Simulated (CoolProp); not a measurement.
Values from CoolProp's reference Helmholtz-energy equation of state, Penoncello 2003.

For CHF3 (R23), give the phase and the density (kg/m³), cv (kJ/(kg K)), Joule-Thomson coefficient (K/MPa), isothermal compressibility (1/MPa) at 235.1 K and 25.2 bar; 354.5 K and 28 bar.


- 235.1 K and 25.2 bar: liquid; density 1270, cv 0.732, Joule-Thomson coefficient -0.0719, isothermal compressibility 0.00409
- 354.5 K and 28 bar: gas; density 75.7, cv 0.729, Joule-Thomson coefficient 7.77, isothermal compressibility 0.409
